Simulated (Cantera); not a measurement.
A closed system holds: 1 mol Si₂H₆, 0.37 mol HCl, 22 mol N₂, at 1650 K and 10000 Pa.

Cantera equilibrium calculation (NASA polynomials, part measured and part estimated; ideal gas, pure solids and liquids). Candidate condensed phases: NH₄Cl, Si, Si₃N₄; 28 gas species. The feed counts by its element totals alone. The numbers say what is thermodynamically allowed, not how fast it happens.

Problem. What is the equilibrium state?

Solution. 
- x(N₂): 0.860
- x(H₂): 0.125
- x(HCl): 0.0149
- x(SiCl₂): 0.000252
- x(H): 0.000102
- x(Cl): 9.47e-6
- x(SiCl₃): 3.48e-6
- n(Si₃N₄(s)): 0.665 mol
- gas amount: 24.04 mol
- log10 activity of Si(s) (absent): -1.40
